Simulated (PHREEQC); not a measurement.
Consider water at 20 °C with 0.0001 mol H2SiF6 per kg of water. Closed to the air; pH follows from the charge balance.

Computed with PHREEQC (ion-association model, phreeqc.dat).

No solid was allowed to form.

Task: What pH, specific conductance, ionic strength does the model give?

Result: pH 3.41; specific conductance 139 µS/cm; ionic strength 0.000395 mol/kgw.

Task: In which forms is F present?

Result: F- 66 %, HF 34 % of the F.

The solution is supersaturated, for example in Quartz (slow to form), so a real one may precipitate; this is no full list. SiF6-2 is the database's only silicon fluoride.
